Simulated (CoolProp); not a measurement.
Computed with CoolProp (reference Helmholtz-energy equation of state, Lemmon 2006). It is a short technical equation, of lower accuracy than the large ones.

Task: For R141b, give the phase and the cv (kJ/(kg K)), conductivity (mW/(m K)) at 401.8 K and 11.2 bar.

Result: 
- 401.8 K and 11.2 bar: gas; cv 0.892, conductivity 19.3

Thermal conductivity comes from a separate model (Huber 2003), an estimate that may be off by 10 % or more.
